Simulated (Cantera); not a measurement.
A closed system holds: 1 mol TEOS, 9.1 mol H2O, 10 mol N2, held at 10.0 mbar.

Method: chemical equilibrium by Gibbs-energy minimisation in Cantera with the NASA 1993 tables (ideal gas, pure condensed phases). Candidate condensed phases: C, C6H6, C7H8, C8H18, H2O, Si, SiC, SiO2, Si2N2O, Si3N4; 151 gas species. The feed counts by its element totals alone. The tables hold silica as quartz up to 1696 K and as liquid above; real silica turns to tridymite and cristobalite and melts near 1996 K. Rates play no part. All values below are at 1673 K.

Base state: H2 0.441, N2 0.269, CO 0.205, H2O 0.0733, CO2 0.0103, H 0.000756, SiO 9.01e-5 (mole fractions); condensed: SiO2(β-quartz).

**Question.** What changes in the equilibrium state with this change: TEOS replaced by SiF4?

**Answer.** 
| species | before | after |
|---|---|---|
| N2 | 0.269 | 0.473 |
| H2O | 0.0733 | 0.334 |
| HF | 0 | 0.189 |
| H2 | 0.441 | 0.00183 |
| CO | 0.205 | 0 |
| CO2 | 0.0103 | 0 |
| SiO | 9.01e-5 | 8.22e-8 |
| O2 | <1e-9 | 0.000756 |
| NO | 8.36e-8 | 0.000122 |
| OH | 6.05e-6 | 0.000427 |
| H | 0.000756 | 4.88e-5 |
| SiO2(β-quartz), mol | 0.997 | 1.000 |
